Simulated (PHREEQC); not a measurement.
A column of 0.5 m (40 cells, dispersivity 0.025 m, 60 s a shift, diffusion coefficient 3e-10 m²/s) holds 0.25 eq of the database's cation exchanger X per kg of pore water, first in equilibrium with 0.0065 mol/kgw KBr, 0.078 mol/kgw LiCl, 0.047 mol/kgw (NH4)2SO4 and 1e-05 mol/kgw HCl. It is flushed with 40 mmol/kgw KCl, 58 mmol/kgw MgSO4 and 0.01 mmol/kgw HCl, at 25 °C. Values are for the last cell. The system is closed to CO2. No solid was allowed to form.

Base run: PHREEQC, ion-association model, phreeqc.dat. Each further column changes one thing. The table gives Mg in solution (mol/kgw).

```json
[
 {"pore volumes": "0", "base": "0", "exchange capacity from 0.25 to 0.12 eq/kgw": "0", "dispersivity from 0.025 to 0.05 m": "0"},
 {"pore volumes": "0.8125", "base": "2.02e-5", "exchange capacity from 0.25 to 0.12 eq/kgw": "0.000962", "dispersivity from 0.025 to 0.05 m": "0.000452"},
 {"pore volumes": "1.613", "base": "0.0115", "exchange capacity from 0.25 to 0.12 eq/kgw": "0.0327", "dispersivity from 0.025 to 0.05 m": "0.0163"},
 {"pore volumes": "2.212", "base": "0.0310", "exchange capacity from 0.25 to 0.12 eq/kgw": "0.0504", "dispersivity from 0.025 to 0.05 m": "0.0326"},
 {"pore volumes": "3.013", "base": "0.0478", "exchange capacity from 0.25 to 0.12 eq/kgw": "0.0570", "dispersivity from 0.025 to 0.05 m": "0.0463"},
 {"pore volumes": "3.812", "base": "0.0552", "exchange capacity from 0.25 to 0.12 eq/kgw": "0.0580", "dispersivity from 0.025 to 0.05 m": "0.0530"},
 {"pore volumes": "4.412", "base": "0.0572", "exchange capacity from 0.25 to 0.12 eq/kgw": "0.0580", "dispersivity from 0.025 to 0.05 m": "0.0555"},
 {"pore volumes": "5.213", "base": "0.0580", "exchange capacity from 0.25 to 0.12 eq/kgw": "0.0580", "dispersivity from 0.025 to 0.05 m": "0.0571"},
 {"pore volumes": "6.013", "base": "0.0581", "exchange capacity from 0.25 to 0.12 eq/kgw": "0.0580", "dispersivity from 0.025 to 0.05 m": "0.0577"}
]
```
